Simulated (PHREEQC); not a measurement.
Consider water at 25 °C with 23 mmol/kgw NaHSO4 and 100 mmol/kgw KOH. Closed to the air; pH follows from the charge balance.

All values are PHREEQC results (ion-association model, phreeqc.dat), not measurements.

| quantity | before | after |
|---|---|---|
| pH | 12.75 | 12.43 |
| ionic strength (mol/kgw) | 0.137 | 0.149 |

**Question.** Which change was made?
A) 0.02 mol/kgw (NH4)2SO4 added
B) KOH from 0.1 to 0.2 mol/kgw
C) NaHSO4 left out
D) diluted 10-fold with water

**Answer.** A, 0.02 mol/kgw (NH4)2SO4 added

Precipitation was switched off in this run.
